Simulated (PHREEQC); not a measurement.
**Polishing slurry liquid: speciation**

A solution holds 0.57 mol/kgw H2SO4, 0.0076 mol/kgw K2SO4 and 8.9e-05 mol/kgw H3BO3, at 77 °C. Closed to the air; pH follows from the charge balance.

The numbers come from PHREEQC with the Pitzer model, pitzer.dat.

This is a speciation only: nothing precipitates in the calculation.

Task: Estimate the pH, ionic strength, specific conductance.

Result: pH 0.30; ionic strength 0.660 mol/kgw; specific conductance 386000 µS/cm.

Task: In which forms is S present?

Result: HSO4- 93 %, SO4-2 7.2 % of the S.

Complexes and solids missing from the database can't appear. At this temperature some constants are extrapolated from 25 °C, and those without enthalpy data are left unchanged.
